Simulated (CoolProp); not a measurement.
R404A at 398.5 K and 0.139 MPa flows at 0.16 m/s in a round tube of 4.6 mm bore and 45 µm roughness, fully developed (64/Re and Nu = 3.66 if laminar; Colebrook and Gnielinski if turbulent). Each further row changes one setting.

The numbers come from the reference Helmholtz-energy equation of state, Lemmon 2003 in CoolProp. It is a pseudo-pure fit of the blend.

```
case               Reynolds number  Darcy friction factor  pressure drop (Pa/m)  heat-transfer coefficient (W/(m² K))  mass flow (kg/h)
-----------------  ---------------  ---------------------  --------------------  ------------------------------------  ----------------
as stated                      189                    ___                   ___                                  16.6               ___
velocity 0.32 m/s              377                  0.170                  7.79                                  16.6            0.0790
diameter 9.2 mm                377                  0.170                   ___                                  8.29             0.158
```

Task: Some entries are withheld; supply them.

Result: 
- as stated, Darcy friction factor: 0.339
- as stated, pressure drop (Pa/m): 3.90
- as stated, mass flow (kg/h): 0.0395
- diameter 9.2 mm, pressure drop (Pa/m): 0.974

Viscosity comes from a separate model (Geller 2000). Thermal conductivity comes from a separate model (Geller 2001).
